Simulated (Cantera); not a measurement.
An isothermal, constant-pressure homogeneous reactor starts with CO : O₂ : H₂O : N₂ = 0.029 : 0.0087 : 0.0016 : 1 (molar parts), at 1125 K and 3.80 bar. Integrator tolerance rtol = 1e-08.

Detailed kinetics in Cantera: GRI-Mech 3.0 (53 species, 325 reactions).

Problem. What does this change do: pressure from 3.80 bar to 0.270 bar?

Solution. 
```csv
quantity,before,after
x(CO) at 3.00 s,0.0109 (gas-phase equilibrium 0.0107),0.0107 (gas-phase equilibrium 0.0107)
x(O₂) at 3.00 s,1.49e-9 (gas-phase equilibrium <1e-12),1.54e-9 (gas-phase equilibrium <1e-12)
x(H₂O) at 3.00 s,0.00116 (gas-phase equilibrium 0.000997),0.000990 (gas-phase equilibrium 0.000997)
x(OH) at 3.00 s,5.43e-10 (gas-phase equilibrium 5.05e-12),7.92e-8 (gas-phase equilibrium 1.90e-11)
x(NO) at 3.00 s,2.52e-8 (gas-phase equilibrium <1e-12),3.35e-6 (gas-phase equilibrium 2.16e-12)
```
